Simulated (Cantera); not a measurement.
**Si2Cl6 + NH3 + H2 (silicon nitride deposition)**

Feed: 1 mol Si2Cl6, 3.4 mol NH3, 12 mol H2, held at 2.80 mbar.

These are equilibrium values from Cantera (NASA tables, ideal gas, pure condensed phases), not measurements of a reactor. Candidate condensed phases: NH4Cl, Si, Si3N4; 28 gas species. The feed counts by its element totals alone. The tables' values for SiCl, SiCl3, SiN are old estimates; treat these amounts as uncertain. Gases not in the tables: Si2H6 and higher silanes. Equilibrium is a limit: real reactors are often held back by kinetics, nucleation or transport.

| T (K) | x H2 | x HCl | x N2 | x SiCl2 | x H | n Si3N4(s) | n Si(s) | n Si(l) |
|---|---|---|---|---|---|---|---|---|
| 1048 | 0.701 | 0.272 | 0.0215 | 3.25e-5 | 1.22e-7 | 0.630 | 0 | 0 |
| 1148 | 0.699 | 0.275 | 0.0213 | 0.000472 | 1.13e-6 | 0.633 | 0 | 0 |
| 1248 | 0.699 | 0.270 | 0.0232 | 0.00393 | 7.38e-6 | 0.612 | 0 | 0 |
| 1348 | 0.704 | 0.245 | 0.0313 | 0.0171 | 3.67e-5 | 0.526 | 0 | 0 |
| 1448 | 0.714 | 0.195 | 0.0465 | 0.0414 | 0.000147 | 0.361 | 0 | 0 |
| 1548 | 0.727 | 0.140 | 0.0634 | 0.0682 | 0.000496 | 0.170 | 0 | 0 |
| 1648 | 0.722 | 0.123 | 0.0779 | 0.0748 | 0.00143 | 0 | 0.349 | 0 |
| 1748 | 0.718 | 0.126 | 0.0778 | 0.0733 | 0.00366 | 0 | 0 | 0.365 |
| 1848 | 0.709 | 0.131 | 0.0774 | 0.0697 | 0.00844 | 0 | 0 | 0.383 |
| 1948 | 0.693 | 0.133 | 0.0764 | 0.0653 | 0.0178 | 0 | 0 | 0.283 |
x: gas mole fraction; n: condensed amount in mol.

From 1048 K to 1548 K the condensed part is Si3N4(s). At 1648 K the condensed part is Si(s). From 1748 K to 1948 K the condensed part is Si(l). The main Si-bearing gas is SiCl4 at 1048 K and SiCl2 at 1948 K. The share of Si in condensed phases is highest at 1148 K (94.9 %) and lowest at 1948 K (14.2 %).
